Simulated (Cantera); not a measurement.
An isothermal, constant-pressure homogeneous reactor starts with H₂ : O₂ = 0.0066 : 1 (molar parts), equivalence ratio 0.0033, at 1148 K and 0.0286 atm.

Detailed kinetics in Cantera: the H2/O2 subset of GRI-Mech 3.0, which has no nitrogen chemistry. Radical loss at walls, strong at low pressure, is not modelled.

x: mole fraction; the columns are a selection and need not sum to one.

```
t (s)        x H₂   x O₂    x HO₂      x OH    x H₂O₂       x H     x H₂O
--------  -------  -----  -------  --------  --------  --------  --------
0.000300  0.00656  0.993  1.41e-9   1.51e-9    <1e-12  2.82e-10  7.67e-10
0.000749  0.00656  0.993        ?         ?    <1e-12  9.67e-10         ?
0.00187   0.00656  0.993  1.06e-8   1.21e-7  6.14e-12   1.52e-8   1.92e-7
0.00466   0.00634  0.993  1.14e-6   9.53e-5   1.87e-9   1.27e-5  0.000162
0.0116    3.66e-5  0.988  1.74e-6  0.000467   3.53e-8  0.000196   0.00619
0.0290          ?  0.990        ?         ?         ?         ?   0.00633
0.0724    6.74e-6  0.992  9.57e-7  0.000249   2.46e-8   3.74e-5   0.00642
0.181     2.24e-6  0.993  5.30e-7  0.000145   1.97e-8   7.31e-6   0.00650
0.451     5.35e-7  0.993  2.24e-7   7.17e-5   1.19e-8   8.78e-7   0.00654
1.12      1.11e-7  0.993  7.48e-8   3.31e-5   4.97e-9   8.57e-8   0.00656
2.81      2.36e-8  0.993  2.21e-8   1.55e-5   1.58e-9   8.77e-9   0.00657
7.00      5.75e-9  0.993  6.74e-9   7.75e-6  4.72e-10   1.08e-9   0.00657
```

Task: Fill in the missing entries.

Result: 
- 0.000749, x HO₂: 3.57e-9
- 0.000749, x OH: 7.05e-9
- 0.000749, x H₂O: 7.58e-9
- 0.0290, x H₂: 1.33e-5
- 0.0290, x HO₂: 1.34e-6
- 0.0290, x OH: 0.000349
- 0.0290, x H₂O₂: 2.67e-8
- 0.0290, x H: 0.000104
